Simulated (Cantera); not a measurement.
Feed: 1 mol Si(CH3)4, 1.7 mol CH4, 3 mol H2, equilibrated at 52.0 mbar.

Cantera equilibrium calculation (NASA polynomials, part measured and part estimated; ideal gas, pure solids and liquids). Candidate condensed phases: C, C6H6, C7H8, C8H18, Si, SiC; 87 gas species. Gases not in the tables: Si2H6 and higher silanes. Rates play no part.

x: gas mole fraction; n: condensed amount in mol.

```json
[
 {"T (K)": "2048", "x H2": "0.989", "x H": "0.00977", "x Si": "9.48e-5", "x C2H2 (acetylene)": "0.00104", "x SiC2": "4.88e-6", "n C(graphite)": "4.68", "n SiC(s)": "0.998"},
 {"T (K)": "2098", "x H2": "0.985", "x H": "0.0134", "x Si": "0.000194", "x C2H2 (acetylene)": "0.00141", "x SiC2": "1.24e-5", "n C(graphite)": "4.67", "n SiC(s)": "0.997"},
 {"T (K)": "2148", "x H2": "0.980", "x H": "0.0181", "x Si": "0.000386", "x C2H2 (acetylene)": "0.00188", "x SiC2": "3.03e-5", "n C(graphite)": "4.66", "n SiC(s)": "0.994"},
 {"T (K)": "2198", "x H2": "0.972", "x H": "0.0241", "x Si": "0.000742", "x C2H2 (acetylene)": "0.00246", "x SiC2": "7.07e-5", "n C(graphite)": "4.65", "n SiC(s)": "0.987"},
 {"T (K)": "2248", "x H2": "0.963", "x H": "0.0316", "x Si": "0.00138", "x C2H2 (acetylene)": "0.00319", "x SiC2": "0.000159", "n C(graphite)": "4.64", "n SiC(s)": "0.976"},
 {"T (K)": "2298", "x H2": "0.952", "x H": "0.0410", "x Si": "0.00251", "x C2H2 (acetylene)": "0.00407", "x SiC2": "0.000345", "n C(graphite)": "4.63", "n SiC(s)": "0.955"},
 {"T (K)": "2348", "x H2": "0.936", "x H": "0.0524", "x Si": "0.00445", "x C2H2 (acetylene)": "0.00512", "x SiC2": "0.000722", "n C(graphite)": "4.63", "n SiC(s)": "0.917"},
 {"T (K)": "2398", "x H2": "0.917", "x H": "0.0662", "x Si": "0.00768", "x C2H2 (acetylene)": "0.00633", "x SiC2": "0.00147", "n C(graphite)": "4.63", "n SiC(s)": "0.851"},
 {"T (K)": "2448", "x H2": "0.891", "x H": "0.0824", "x Si": "0.0130", "x C2H2 (acetylene)": "0.00771", "x SiC2": "0.00289", "n C(graphite)": "4.66", "n SiC(s)": "?"},
 {"T (K)": "2498", "x H2": "0.858", "x H": "0.101", "x Si": "0.0214", "x C2H2 (acetylene)": "0.00920", "x SiC2": "0.00553", "n C(graphite)": "4.73", "n SiC(s)": "?"},
 {"T (K)": "2548", "x H2": "0.814", "x H": "0.122", "x Si": "0.0347", "x C2H2 (acetylene)": "0.0107", "x SiC2": "0.0103", "n C(graphite)": "4.85", "n SiC(s)": "?"}
]
```

Problem. Complete the blanks.

Solution. 
- 2448, n SiC(s): 0.734
- 2498, n SiC(s): 0.530
- 2548, n SiC(s): 0.177
